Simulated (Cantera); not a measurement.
# Pyrogenic steam for wet oxidation

A perfectly stirred reactor is fed with 7.89 % H2, 5.43 % O2, 86.7 % N2, equivalence ratio 0.73, at 1.00 bar; it is held at 1350 K, and followed from long to short residence time.

Computed with Cantera and GRI-Mech 3.0 (53 species, 325 reactions). The temperature is held fixed by assumption; the heat of reaction is taken as removed at once.

| τ (s) | x H2 | x O2 | x H2O2 | x OH | x H2O | x H |
|---|---|---|---|---|---|---|
| 7.8 | 1.64e-5 | 0.0155 | 3.67e-8 | 6.86e-5 | 0.0821 | 5.72e-7 |
| 1.3 | 5.41e-5 | 0.0155 | 9.52e-8 | 0.000123 | 0.0820 | 3.38e-6 |
| 0.22 | 0.000175 | 0.0155 | 2.25e-7 | 0.000222 | 0.0818 | 1.98e-5 |
| 0.037 | 0.000557 | 0.0156 | 4.79e-7 | 0.000402 | 0.0813 | 0.000115 |
| 0.0062 | 0.00168 | 0.0161 | 8.77e-7 | 0.000729 | 0.0796 | 0.000631 |
| 0.0010 | 0.00470 | 0.0176 | 1.30e-6 | 0.00129 | 0.0748 | 0.00309 |
| 0.00017 | 0.0110 | 0.0213 | 1.49e-6 | 0.00202 | 0.0637 | 0.0105 |
x: mole fraction; the columns are a selection and need not sum to one.
